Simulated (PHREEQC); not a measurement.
**Sulfide liquor: speciation**

Make-up at 25 °C: 0.024 mol NaHS and 0.00068 mol ZnCl2 per kg of water. Closed to the air; pH follows from the charge balance.

Model: ion-association model, phreeqc.dat, run in PHREEQC.

* **pH**: 9.51
* **ionic strength**: 0.0240 mol/kgw
* **specific conductance**: 2500 µS/cm
* **total alkalinity**: 24.0 meq/kg

```csv
species,molality,activity,log γ
Na+,0.0240,0.0207,-0.063
HS-,0.0224,0.0192,-0.067
Cl-,0.00136,0.00117,-0.066
Zn(HS)2,0.000514,0.000517,0.002
Zn(HS)3-,0.000166,0.000143,-0.065
H2S,5.16e-5,5.19e-5,0.002
OH-,3.82e-5,3.27e-5,-0.067
S-2,1.34e-5,7.50e-6,-0.252
```

This is a speciation only: nothing precipitates in the calculation. Examples of supersaturated solids here: Sphalerite (slow to form). Others may be too. Complexes and solids missing from the database can't appear.
